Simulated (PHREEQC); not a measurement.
Solution (72 °C): 1.2 mmol/kgw H3PO4 and 31 mmol/kgw NaF. Closed to the air; pH follows from the charge balance.

Computed with PHREEQC (ion-association model, phreeqc.dat).

### Question
The ionic strength comes out as 0.0307 mol/kgw. What activity coefficients do HPO4-2, Na+, HF2-, H+, H2PO4- get?

### Answer
HPO4-2 0.50, Na+ 0.84, HF2- 0.84, H+ 0.86, H2PO4- 0.84.

Precipitation was switched off in this run. Complexes and solids missing from the database can't appear. Constants without temperature data keep their 25 °C values here.
